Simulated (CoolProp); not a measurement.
Vapour-liquid equilibrium of propane (1) + R245fa (2) at 3.38 bar; x and y are mole fractions of (1).

Values from CoolProp's multi-fluid Helmholtz-energy mixture model, Lemmon 2009 and Akasaka 2015; pair parameters Bell 2016.

```json
[
 {"x": "0.05", "bubble temperature (°C)": "29.9", "y at the bubble point": "0.475", "dew temperature at overall composition x (°C)": "47.7", "liquid density (mol/L)": "9.911"},
 {"x": "0.15", "bubble temperature (°C)": "6.4", "y at the bubble point": "0.799", "dew temperature at overall composition x (°C)": "44.1", "liquid density (mol/L)": "10.47"},
 {"x": "0.25", "bubble temperature (°C)": "-2.5", "y at the bubble point": "0.871", "dew temperature at overall composition x (°C)": "40.2", "liquid density (mol/L)": "10.75"},
 {"x": "0.35", "bubble temperature (°C)": "-5.6", "y at the bubble point": "0.891", "dew temperature at overall composition x (°C)": "36.0", "liquid density (mol/L)": "10.91"},
 {"x": "0.45", "bubble temperature (°C)": "-6.6", "y at the bubble point": "0.898", "dew temperature at overall composition x (°C)": "31.2", "liquid density (mol/L)": "11.05"},
 {"x": "0.55", "bubble temperature (°C)": "-6.9", "y at the bubble point": "0.901", "dew temperature at overall composition x (°C)": "25.8", "liquid density (mol/L)": "11.19"},
 {"x": "0.65", "bubble temperature (°C)": "-7.3", "y at the bubble point": "0.905", "dew temperature at overall composition x (°C)": "19.3", "liquid density (mol/L)": "11.35"},
 {"x": "0.75", "bubble temperature (°C)": "-8.0", "y at the bubble point": "0.914", "dew temperature at overall composition x (°C)": "11.3", "liquid density (mol/L)": "11.56"},
 {"x": "0.85", "bubble temperature (°C)": "-9.0", "y at the bubble point": "0.932", "dew temperature at overall composition x (°C)": "0.4", "liquid density (mol/L)": "11.82"},
 {"x": "0.95", "bubble temperature (°C)": "-10.1", "y at the bubble point": "0.969", "dew temperature at overall composition x (°C)": "-9.6", "liquid density (mol/L)": "12.13"}
]
```

No azeotrope shows between x = 0.05 and 0.95.

The pair parameters rest on a limited set of measurements; away from them the model extrapolates. With so large a gap from Raoult's law the liquid may split in two, which this calculation doesn't test in full.
